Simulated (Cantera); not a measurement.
A freely propagating, adiabatic, planar premixed flame of H₂ : O₂ : N₂ = 1 : 0.278 : 1.04 (molar parts), equivalence ratio 1.8, unburnt at 500 K and 90.0 Torr; mixture-averaged transport, grid criteria slope 0.08 and curve 0.16, no radiation.

Computed with Cantera and the H2/O2 subset of GRI-Mech 3.0, which has no nitrogen chemistry. Burning velocities carry a grid error of a few per cent, more on coarse grids.

x: mole fraction of selected species; z is measured from the peak of heat release.

```
z (mm)  T (K)  u (m/s)   x H₂     x O₂       x H      x OH       x O   x H₂O₂
------  -----  -------  -----  -------  --------  --------  --------  -------
-19.9     500     5.06  0.431    0.120     <1e-8     <1e-8     <1e-8    <1e-8
-13.2     500     5.06  0.431    0.120     <1e-8     <1e-8     <1e-8    <1e-8
-9.93     500     5.06  0.431    0.120     <1e-8     <1e-8     <1e-8    <1e-8
-6.62     500     5.06  0.431    0.120   7.21e-8     <1e-8     <1e-8    <1e-8
-3.31     511     5.16  0.430    0.120  0.000322   4.03e-5   8.24e-6  1.09e-6
-1.66     674     6.72  0.403    0.115    0.0115  0.000313  0.000189  1.28e-6
0        1074     10.4  0.259   0.0670    0.0848   0.00198   0.00476  2.56e-7
1.66     1326     12.7  0.153  0.00821     0.130   0.00369   0.00430  2.08e-7
3.31     1419     13.6  0.149        …     0.124         …   0.00336        …
6.62     1525     14.5  0.157  0.00227     0.110   0.00529   0.00318  1.64e-7
13.2     1650     15.5  0.167  0.00187    0.0929   0.00617   0.00280  1.15e-7
26.5     1783     16.6  0.177  0.00137    0.0746   0.00667   0.00219  6.55e-8
53.0     1911     17.6  0.186        …         …   0.00653         …        …
```

Task: Some entries are withheld; supply them.

Result: 
- 3.31, x O₂: 0.00284
- 3.31, x OH: 0.00435
- 3.31, x H₂O₂: 1.88e-7
- 53.0, x O₂: 0.000891
- 53.0, x H: 0.0570
- 53.0, x O: 0.00149
- 53.0, x H₂O₂: 3.43e-8
